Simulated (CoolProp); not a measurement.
A simple Rankine cycle with cyclohexane: condensing at 301.15 K, boiler at 2.51 MPa, turbine inlet 530.8 K, turbine efficiency 0.85, pump efficiency 0.6, no recuperator. Each further row changes one setting.

Model: reference Helmholtz-energy equation of state, Zhou 2014, in CoolProp.

```csv
case,thermal efficiency (%),net work (kJ/kg),heat in (kJ/kg),turbine exit temperature (K),volume ratio over the turbine
as stated,23.7,179,756,?,194
turbine inlet 550.8 K,23.4,190,813,?,183
condensing temperature 293.15 K,24.8,191,771,412.0,275
boiler pressure 1.76 MPa,22.5,176,780,432.8,120
turbine efficiency 0.75,?,157,756,?,200
```

Q: Fill in the missing entries.

A: 
- as stated, turbine exit temperature (K): 418.6
- turbine inlet 550.8 K, turbine exit temperature (K): 442.2
- turbine efficiency 0.75, thermal efficiency (%): 20.8
- turbine efficiency 0.75, turbine exit temperature (K): 429.9
